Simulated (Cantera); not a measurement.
Input: 1 mol Ti(OiPr)4, 140 mol H2, 300 mol N2, equilibrated at 4000 Pa.

Cantera equilibrium calculation (NASA polynomials, part measured and part estimated; ideal gas, pure solids and liquids). Candidate condensed phases: C, C6H6, C7H8, C8H18, H2O, Ti, TiC, TiN, TiO, TiO2, Ti2O3, Ti3O5, Ti4O7; 139 gas species. The feed counts by its element totals alone. TiC: taken at fixed stoichiometry. Kinetics and transport are ignored.

Problem. At 2048 K, list the 5 most abundant gas species with their mole fractions, and the condensed phases.

Solution. N2 0.649, H2 0.327, CO 0.00871, HCN 0.00817, H 0.00641. Condensed: C(graphite) + TiC(s).
